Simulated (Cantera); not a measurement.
Input: 1 mol TEOS, 1 mol H₂O, 4 mol H₂, equilibrated at 143 Torr.

Cantera equilibrium calculation (NASA polynomials, part measured and part estimated; ideal gas, pure solids and liquids). Candidate condensed phases: C, C₆H₆, C₇H₈, C₈H₁₈, H₂O, Si, SiC, SiO₂; 123 gas species. The feed counts by its element totals alone. Mutual solubility and eutectic melting of coexisting phases are not modelled. The tables hold silica as quartz up to 1696 K and as liquid above; real silica turns to tridymite and cristobalite and melts near 1996 K. Equilibrium is a limit: real reactors are often held back by kinetics, nucleation or transport.

Problem. Which condensed phases are stable at each of these points (T (°C)): 950, 1050, 1150, 1250, 1350, 1450, 1550, 1650, 1750?

Solution. 
| T (°C) | condensed phases | Si condensed (%) |
|---|---|---|
| 950 | C(graphite) + SiO₂(β-quartz) | 100.0 |
| 1050 | C(graphite) + SiO₂(β-quartz) | 100.0 |
| 1150 | C(graphite) + SiO₂(β-quartz) | 100.0 |
| 1250 | C(graphite) + SiC(s) + SiO₂(β-quartz) | 99.3 |
| 1350 | C(graphite) + SiC(s) | 98.4 |
| 1450 | C(graphite) + SiC(s) | 97.8 |
| 1550 | C(graphite) + SiC(s) | 97.0 |
| 1650 | C(graphite) + SiC(s) | 96.1 |
| 1750 | C(graphite) + SiC(s) | 95.1 |

From 950 °C to 1150 °C the condensed part is C(graphite) + SiO₂(β-quartz). At 1250 °C the condensed part is C(graphite) + SiC(s) + SiO₂(β-quartz). From 1350 °C to 1750 °C the condensed part is C(graphite) + SiC(s).
